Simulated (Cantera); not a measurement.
Feed: 1 mol BCl3, 14 mol H2O, 0.84 mol O2, held at 2050 K.

Equilibrium computed with Cantera from the NASA thermochemical tables; the gas is ideal and each condensed phase is pure. Candidate condensed phases: B, B2O3, B3O3H3, H2O; 33 gas species. The tables' values for BOCl are old estimates; treat these amounts as uncertain. Kinetics and transport are ignored.

Task: At 7.50 Torr, list the 5 most abundant gas species with their mole fractions, and the condensed phases.

Result: H2O 0.689, HCl 0.153, HBO2 0.0557, O2 0.0457, Cl 0.0221. Condensed: gas only.
